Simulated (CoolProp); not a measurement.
The numbers come from the reference Helmholtz-energy equation of state, Thol 2019 in CoolProp.

Task: For dodecamethylpentasiloxane (MD3M), give the phase and the cp (kJ/(kg K)), cv (kJ/(kg K)) at 620 K and 0.433 bar.

Result: 
- 620 K and 0.433 bar: gas; cp 2.11, cv 2.08
